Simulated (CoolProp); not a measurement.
Aqueous magnesium chloride as a coolant, 15 % by mass, freezing at -16.8 °C, 1 atm.

Computed with CoolProp (Melinder's fits for secondary coolants).

| T (°C) | Prandtl number | conductivity (W/(m K)) | density (kg/m³) | viscosity (mPa s) |
|---|---|---|---|---|
| -12.5 | 36.8 | 0.506 | 1137 | 5.69 |
| -7.5 | 30.1 | 0.514 | 1136 | 4.72 |
| -2.5 | 25.0 | 0.523 | 1135 | 3.96 |
| 2.5 | 20.9 | 0.532 | 1134 | 3.36 |
| 7.5 | 17.6 | 0.541 | 1132 | 2.87 |
| 12.5 | 14.9 | 0.549 | 1131 | 2.46 |
| 17.5 | 12.7 | 0.558 | 1129 | 2.12 |
| 22.5 | 10.8 | 0.567 | 1127 | 1.83 |
| 27.5 | 9.25 | 0.575 | 1125 | 1.58 |
| 32.5 | 7.88 | 0.584 | 1123 | 1.36 |
